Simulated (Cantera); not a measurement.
Input: 1 mol CH3SiH3, 0.14 mol CH4, 120 mol H2, held at 37.5 Torr.

These are equilibrium values from Cantera (NASA tables, ideal gas, pure condensed phases), not measurements of a reactor. Candidate condensed phases: C, C6H6, C7H8, C8H18, Si, SiC; 87 gas species. The feed counts by its element totals alone. Gases not in the tables: Si2H6 and higher silanes. Rates play no part.

Task: Which condensed phases are stable at each of these points (T (°C)): 1602, 1627, 1652, 1677, 1702, 1727, 1752, 1777, 1802, 1827, 1852, 1877?

Result: 
```tsv
T (°C)	condensed phases	Si condensed (%)
1602	C(graphite) + SiC(s)	99.9
1627	C(graphite) + SiC(s)	99.8
1652	C(graphite) + SiC(s)	99.7
1677	C(graphite) + SiC(s)	99.6
1702	SiC(s)	99.4
1727	SiC(s)	99.1
1752	SiC(s)	98.6
1777	SiC(s)	97.9
1802	SiC(s)	96.8
1827	SiC(s)	95.3
1852	SiC(s)	93.2
1877	SiC(s)	90.3
```

From 1602 °C to 1677 °C the condensed part is C(graphite) + SiC(s). From 1702 °C to 1877 °C the condensed part is SiC(s).
